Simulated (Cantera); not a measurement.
Cantera run:

```python
import numpy as np
import cantera as ct

gas_names = """
    F F2 N NF NF2 NF3 N2 Si SiF SiF2 SiF3 SiF4 SiN Si2 Si2N Si3
""".split()
cond_names = """
    Si(cr) Si(L) Si3N4(a)
""".split()


# ... load() reads the species with a 1 bar reference pressure and builds the phases ...
atoms = {
    'Si': {'Si': 1},
    'F2': {'F': 2},
    'N2': {'N': 2},
}
top_T = {'Si3N4(a)': 2400}  # K; cautious upper limits of use, not melting points


# ... equilibrate(T, P, feed) seeds the gas with the atoms and calls Mixture.equilibrate('TP', solver="vcs", rtol=1e-11, max_steps=5000) ...
results = []
feed = {'Si': 1, 'F2': 9.1, 'N2': 0.3}  # mol
T = 723  # K
P = 100000  # Pa
mix = equilibrate(T, P, feed)
results.append((T, P, feed, dict(zip(mix.species_names, mix.species_moles))))
x = sorted(zip(gas.X, gas.species_names), reverse=True)
print(f"T = {T:g} K  P = {P:g} Pa  gas = {mix.phase_moles(0):.4g} mol")
print("   x: " + "  ".join(f"{s} {v:.3e}" for v, s in x if v > 1e-05))
print("   condensed (mol): " + ("  ".join(f"{mix.phase(i).name} {mix.phase_moles(i):.4g}"
      for i in range(1, mix.n_phases) if mix.phase_moles(i) > 1e-12) or "none"))
```

Output:

```
T = 723 K  P = 100000 Pa  gas = 7.808 mol
   x: F2 7.931e-01  SiF4 1.281e-01  NF3 7.685e-02  F 2.003e-03
   condensed (mol): none
```

Cantera equilibrium calculation (NASA polynomials, part measured and part estimated; ideal gas, pure solids and liquids).
